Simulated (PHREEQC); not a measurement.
Consider water at 78 °C with 7.2 mmol/kgw HF, 0.5 mmol/kgw NaF and 6.8 mmol/kgw H2SiF6. Closed to the air; pH follows from the charge balance.

The numbers come from PHREEQC with the ion-association model, wateq4f.dat.

Task: The ionic strength comes out as 0.0156 mol/kgw. What activity coefficients do Na+, HF2-, H+, SiF6-2, F- get?

Result: Na+ 0.87, HF2- 0.87, H+ 0.89, SiF6-2 0.58, F- 0.87.

This is a speciation only: nothing precipitates in the calculation. Saturation is exceeded, for instance for Quartz (slow to form), Chalcedony (slow to form); the values hold only as long as no solid forms. Constants without temperature data keep their 25 °C values here. SiF6-2 is the database's only silicon fluoride.
